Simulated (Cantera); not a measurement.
An adiabatic, constant-pressure homogeneous reactor starts with CH₄ : C₂H₆ : C₃H₈ : O₂ : N₂ : H₂O = 1 : 0.18 : 1.1 : 8.38 : 31.5 : 3.8 (molar parts), at 1225 K and 100000 Pa. Integrator tolerance rtol = 1e-08.

Model: GRI-Mech 3.0 (53 species, 325 reactions), integrated in Cantera. GRI-Mech 3.0 was tuned for natural gas; its chemistry of propane as a main component is partial and can be far from experiment.

Problem. What does this change do: 0.11 parts H2 added?

Solution. 
```
quantity                                                            before                                    after
---------------------------------  ---------------------------------------  ---------------------------------------
time of steepest temperature rise                                  3.59 ms                                  3.38 ms
temperature at 1.00 s                                               2556 K                                   2559 K
equilibrium temperature                                             2556 K                                   2559 K
x(CH₄) at 1.00 s                     <1e-12 (gas-phase equilibrium <1e-12)    <1e-12 (gas-phase equilibrium <1e-12)
x(C₂H₆) at 1.00 s                    <1e-12 (gas-phase equilibrium <1e-12)    <1e-12 (gas-phase equilibrium <1e-12)
x(C₃H₈) at 1.00 s                    <1e-12 (gas-phase equilibrium <1e-12)    <1e-12 (gas-phase equilibrium <1e-12)
x(HO₂) at 1.00 s                   3.60e-6 (gas-phase equilibrium 3.60e-6)  3.55e-6 (gas-phase equilibrium 3.55e-6)
x(C₂H) at 1.00 s                     <1e-12 (gas-phase equilibrium <1e-12)    <1e-12 (gas-phase equilibrium <1e-12)
x(OH) at 1.00 s                      0.0131 (gas-phase equilibrium 0.0131)    0.0131 (gas-phase equilibrium 0.0131)
```

Problem. What does this change do: constant volume in place of constant pressure?

Solution. 
| quantity | before | after |
|---|---|---|
| time of steepest temperature rise | 3.59 ms | 3.36 ms |
| temperature at 1.00 s | 2556 K | 2745 K |
| equilibrium temperature | 2556 K | 2745 K |
| x(CH₄) at 1.00 s | <1e-12 (gas-phase equilibrium <1e-12) | <1e-12 (gas-phase equilibrium <1e-12) |
| x(C₂H₆) at 1.00 s | <1e-12 (gas-phase equilibrium <1e-12) | <1e-12 (gas-phase equilibrium <1e-12) |
| x(C₃H₈) at 1.00 s | <1e-12 (gas-phase equilibrium <1e-12) | <1e-12 (gas-phase equilibrium <1e-12) |
| x(HO₂) at 1.00 s | 3.60e-6 (gas-phase equilibrium 3.60e-6) | 7.55e-6 (gas-phase equilibrium 7.55e-6) |
| x(C₂H) at 1.00 s | <1e-12 (gas-phase equilibrium <1e-12) | <1e-12 (gas-phase equilibrium <1e-12) |
| x(OH) at 1.00 s | 0.0131 (gas-phase equilibrium 0.0131) | 0.0181 (gas-phase equilibrium 0.0181) |

Problem. What does this change do: pressure from 100000 Pa to 310000 Pa?

Solution. 
```
quantity                                                            before                                    after
---------------------------------  ---------------------------------------  ---------------------------------------
time of steepest temperature rise                                  3.59 ms                                  1.82 ms
temperature at 1.00 s                                               2556 K                                   2614 K
equilibrium temperature                                             2556 K                                   2614 K
x(CH₄) at 1.00 s                     <1e-12 (gas-phase equilibrium <1e-12)    <1e-12 (gas-phase equilibrium <1e-12)
x(C₂H₆) at 1.00 s                    <1e-12 (gas-phase equilibrium <1e-12)    <1e-12 (gas-phase equilibrium <1e-12)
x(C₃H₈) at 1.00 s                    <1e-12 (gas-phase equilibrium <1e-12)    <1e-12 (gas-phase equilibrium <1e-12)
x(HO₂) at 1.00 s                   3.60e-6 (gas-phase equilibrium 3.60e-6)  4.98e-6 (gas-phase equilibrium 4.98e-6)
x(C₂H) at 1.00 s                     <1e-12 (gas-phase equilibrium <1e-12)    <1e-12 (gas-phase equilibrium <1e-12)
x(OH) at 1.00 s                      0.0131 (gas-phase equilibrium 0.0131)    0.0114 (gas-phase equilibrium 0.0114)
```
